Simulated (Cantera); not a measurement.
A Cantera script and what it prints.

```python
import numpy as np
import cantera as ct

gas_names = """
    H HO2 H2 H2O H2O2 O OH O2 O3 Si SiH SiH2 SiH3 SiH4 SiO SiO2 Si2 Si3
""".split()
cond_names = """
    H2O(s) H2O(L) Si(cr) Si(L) SiO2(Lqz) SiO2(hqz) SiO2(L)
""".split()


# ... load() reads the species with a 1 bar reference pressure and builds the phases ...
atoms = {
    'SiH4': {'Si': 1, 'H': 4},
    'H2O': {'H': 2, 'O': 1},
}
top_T = {}  # K; cautious upper limits of use, not melting points


# ... equilibrate(T, P, feed) seeds the gas with the atoms and calls Mixture.equilibrate('TP', solver="vcs", rtol=1e-11, max_steps=5000) ...
results = []
feed = {'SiH4': 1, 'H2O': 9.8}  # mol
P = 110  # Pa
for T in [750, 850, 950, 1050, 1150, 1250, 1350, 1450, 1550]:
    mix = equilibrate(T, P, feed)
    results.append((T, P, feed, dict(zip(mix.species_names, mix.species_moles))))
    x = sorted(zip(gas.X, gas.species_names), reverse=True)
    print(f"T = {T:g} K  P = {P:g} Pa  gas = {mix.phase_moles(0):.4g} mol")
    print("   x: " + "  ".join(f"{s} {v:.3e}" for v, s in x if v > 1e-05))
    print("   condensed (mol): " + ("  ".join(f"{mix.phase(i).name} {mix.phase_moles(i):.4g}"
          for i in range(1, mix.n_phases) if mix.phase_moles(i) > 1e-12) or "none"))
```

Result:

```
T = 750 K  P = 110 Pa  gas = 11.8 mol
   x: H2O 6.610e-01  H2 3.390e-01
   condensed (mol): SiO2(Lqz) 1
T = 850 K  P = 110 Pa  gas = 11.8 mol
   x: H2O 6.610e-01  H2 3.390e-01
   condensed (mol): SiO2(hqz) 1
T = 950 K  P = 110 Pa  gas = 11.8 mol
   x: H2O 6.610e-01  H2 3.390e-01
   condensed (mol): SiO2(hqz) 1
T = 1050 K  P = 110 Pa  gas = 11.8 mol
   x: H2O 6.610e-01  H2 3.390e-01
   condensed (mol): SiO2(hqz) 1
T = 1150 K  P = 110 Pa  gas = 11.8 mol
   x: H2O 6.610e-01  H2 3.390e-01
   condensed (mol): SiO2(hqz) 1
T = 1250 K  P = 110 Pa  gas = 11.8 mol
   x: H2O 6.610e-01  H2 3.390e-01
   condensed (mol): SiO2(hqz) 1
T = 1350 K  P = 110 Pa  gas = 11.8 mol
   x: H2O 6.610e-01  H2 3.390e-01  H 4.183e-05
   condensed (mol): SiO2(hqz) 1
T = 1450 K  P = 110 Pa  gas = 11.8 mol
   x: H2O 6.610e-01  H2 3.389e-01  H 1.660e-04
   condensed (mol): SiO2(hqz) 1
T = 1550 K  P = 110 Pa  gas = 11.8 mol
   x: H2O 6.608e-01  H2 3.386e-01  H 5.526e-04  OH 3.625e-05
   condensed (mol): SiO2(hqz) 1
```

These are equilibrium values from Cantera (NASA tables, ideal gas, pure condensed phases), not measurements of a reactor. The tables hold silica as quartz up to 1696 K and as liquid above; real silica turns to tridymite and cristobalite and melts near 1996 K.
